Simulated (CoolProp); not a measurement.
Saturation properties of hydrogen sulfide (Tc = 100.0 °C, pc = 8.999 MPa, ω = 0.101).

The numbers come from the reference Helmholtz-energy equation of state, Lemmon 2006 in CoolProp. It is a short technical equation, of lower accuracy than the large ones.

```json
[
 {"T (°C)": "-80.35", "p (MPa)": "0.03247", "liquid cp (kJ/(kg K))": "2.012", "vapour Z": "0.9898", "surface tension (mN/m)": "32.6", "liquid viscosity (µPa s)": "459"},
 {"T (°C)": "-76.85", "p (MPa)": "0.04037", "liquid cp (kJ/(kg K))": "2.007", "vapour Z": "0.9880", "surface tension (mN/m)": "31.9", "liquid viscosity (µPa s)": "415"},
 {"T (°C)": "-73.35", "p (MPa)": "0.04975", "liquid cp (kJ/(kg K))": "2.003", "vapour Z": "0.9861", "surface tension (mN/m)": "31.1", "liquid viscosity (µPa s)": "380"},
 {"T (°C)": "-69.75", "p (MPa)": "0.06117", "liquid cp (kJ/(kg K))": "2.000", "vapour Z": "0.9838", "surface tension (mN/m)": "30.3", "liquid viscosity (µPa s)": "350"},
 {"T (°C)": "-66.25", "p (MPa)": "0.07418", "liquid cp (kJ/(kg K))": "1.998", "vapour Z": "0.9815", "surface tension (mN/m)": "29.6", "liquid viscosity (µPa s)": "327"},
 {"T (°C)": "-62.75", "p (MPa)": "0.08932", "liquid cp (kJ/(kg K))": "1.996", "vapour Z": "0.9788", "surface tension (mN/m)": "28.8", "liquid viscosity (µPa s)": "307"},
 {"T (°C)": "-59.25", "p (MPa)": "0.1068", "liquid cp (kJ/(kg K))": "1.995", "vapour Z": "0.9760", "surface tension (mN/m)": "28.1", "liquid viscosity (µPa s)": "290"},
 {"T (°C)": "-55.75", "p (MPa)": "0.1269", "liquid cp (kJ/(kg K))": "1.994", "vapour Z": "0.9729", "surface tension (mN/m)": "27.3", "liquid viscosity (µPa s)": "275"},
 {"T (°C)": "-52.25", "p (MPa)": "0.1499", "liquid cp (kJ/(kg K))": "1.995", "vapour Z": "0.9695", "surface tension (mN/m)": "26.6", "liquid viscosity (µPa s)": "262"},
 {"T (°C)": "-48.65", "p (MPa)": "0.1767", "liquid cp (kJ/(kg K))": "1.996", "vapour Z": "0.9658", "surface tension (mN/m)": "25.8", "liquid viscosity (µPa s)": "250"}
]
```

It boils at -60.3 °C under 1 atm.

Viscosity comes from a separate model (Quiñones-Cisneros 2012). Surface tension comes from a separate correlation (Mulero 2012).
